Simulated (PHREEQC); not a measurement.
**Acid rinse or clean (model solution)**

Dissolve 71 mmol/kgw HBr and 0.46 mmol/kgw FeCl3 at 25 °C. Closed to the air; pH follows from the charge balance.

Equilibrium calculation in PHREEQC: ion-association model, wateq4f.dat.

Precipitation was switched off in this run.

Task: Predict the pH.

Result: pH 1.23.

Task: In which forms is Fe present?

Result: Fe+3 93 %, FeOH+2 5.0 %, FeCl+2 1.5 % of the Fe.

The solution is supersaturated, for example in Hematite (slow to form), Goethite (slow to form), so a real one may precipitate; this is no full list. Species that the database lacks are ignored.
